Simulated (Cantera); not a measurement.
Stirred combustor or abatement burner

A perfectly stirred reactor is fed with 43.1 % H2, 12.0 % O2, 44.9 % N2, equivalence ratio 1.8, at 10.0 bar; it is adiabatic with a 775 K inlet, and is followed from long to short residence time, starting on the burning branch (τ in s: 0.26, 0.11, 0.046, 0.019, 0.0082, 0.0034, 0.0015, 0.00061, 0.00026, 0.00011, 4.6e-05, 2e-05).

Model: GRI-Mech 3.0 (53 species, 325 reactions), integrated in Cantera. The hydrogen kinetics of GRI-Mech 3.0 are dated; newer H2 mechanisms differ, most at raised pressure.

| τ (s) | T (K) | x H2 | x O2 | x OH | x NO2 | x N2O |
|---|---|---|---|---|---|---|
| 0.26 | 2510 | 0.216 | 6.81e-6 | 0.00102 | 1.55e-9 | 1.45e-8 |
| 0.11 | 2510 | 0.216 | 7.60e-6 | 0.00103 | 1.55e-9 | 1.45e-8 |
| 0.046 | 2510 | 0.216 | 9.48e-6 | 0.00104 | 1.53e-9 | 1.44e-8 |
| 0.019 | 2509 | 0.216 | 1.40e-5 | 0.00105 | 1.50e-9 | 1.43e-8 |
| 0.0082 | 2508 | 0.216 | 2.36e-5 | 0.00109 | 1.44e-9 | 1.41e-8 |
| 0.0034 | 2505 | 0.216 | 4.51e-5 | 0.00118 | 1.32e-9 | 1.38e-8 |
| 0.0015 | 2500 | 0.215 | 8.41e-5 | 0.00135 | 1.17e-9 | 1.37e-8 |
| 0.00061 | 2489 | 0.215 | 0.000161 | 0.00170 | 1.04e-9 | 1.42e-8 |
| 0.00026 | 2470 | 0.214 | 0.000287 | 0.00226 | 1.02e-9 | 1.53e-8 |
| 0.00011 | 2440 | 0.212 | 0.000501 | 0.00308 | 1.09e-9 | 1.71e-8 |
| 4.6e-5 | 2394 | 0.210 | 0.000881 | 0.00419 | 1.27e-9 | 1.98e-8 |
| 2.0e-5 | 2333 | 0.207 | 0.00152 | 0.00543 | 1.56e-9 | 2.36e-8 |
x: mole fraction; the columns are a selection and need not sum to one.
